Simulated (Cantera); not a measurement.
**Carbon deposition, reforming and gasification: acetone + NH3**

Charge: 1 mol acetone, 0.22 mol NH3, held at 10.0 Torr.

These are equilibrium values from Cantera (NASA tables, ideal gas, pure condensed phases), not measurements of a reactor. Candidate condensed phases: C, C6H6, C7H8, C8H18, H2O; 136 gas species. The feed counts by its element totals alone. Kinetics and transport are ignored.

```tsv
T (°C)	x H2	x H	x CO	x N2	x C2H2 (acetylene)	n C(graphite)
1550	0.747	0.00324	0.225	0.0243	0.000158	1.99
1650	0.743	0.00703	0.224	0.0239	0.000335	1.99
1750	0.736	0.0141	0.224	0.0235	0.000657	1.98
1850	0.724	0.0264	0.222	0.0228	0.00120	1.97
1950	0.705	0.0466	0.220	0.0220	0.00205	1.96
2050	0.676	0.0775	0.216	0.0209	0.00327	1.94
2150	0.634	0.122	0.211	0.0196	0.00491	1.92
2250	0.578	0.183	0.205	0.0181	0.00689	1.89
2350	0.508	0.260	0.196	0.0165	0.00900	1.85
2450	0.425	0.350	0.185	0.0147	0.0109	1.79
```
x: gas mole fraction; n: condensed amount in mol.

From 1550 °C to 2450 °C the condensed part is C(graphite). The main C-bearing gas is CO throughout. The share of C in condensed phases is highest at 1550 °C (66.5 %) and lowest at 2450 °C (59.7 %).
